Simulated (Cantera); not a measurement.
A closed system holds: 1 mol TEOS, 0.24 mol CO2, 38 mol N2, held at 1975 K and 1000 Pa.

Cantera equilibrium calculation (NASA polynomials, part measured and part estimated; ideal gas, pure solids and liquids). Candidate condensed phases: C, C6H6, C7H8, C8H18, H2O, Si, SiC, SiO2, Si2N2O, Si3N4; 151 gas species. The feed counts by its element totals alone. Rates play no part.

Base state: N2 0.719, H2 0.184, CO 0.0844, H 0.00587, HCN 0.00486, SiO 0.000741, HNC 0.000264, Si 0.000161 (mole fractions); condensed: C(graphite) + SiC(s).

### Question
What changes in the equilibrium state with this change: TEOS replaced by Si2H6?

### Answer
```tsv
species	before	after
N2	0.719	0.911
H2	0.184	0.0700
SiO	0.000741	0.00897
CO	0.0844	0.00255
C2H2 (acetylene)	0.000120	1.13e-7
Si2N	2.54e-7	0.000115
Si2	7.86e-8	3.15e-5
HCN	0.00486	0.000168
HNC	0.000264	9.13e-6
C(graphite), mol	2.56	0
SiC(s), mol	0.951	0.123
Si(l), mol	0	1.34
```
Mutual solubility and eutectic melting of coexisting phases are not modelled. The tables' values for SiN are old estimates; treat these amounts as uncertain.
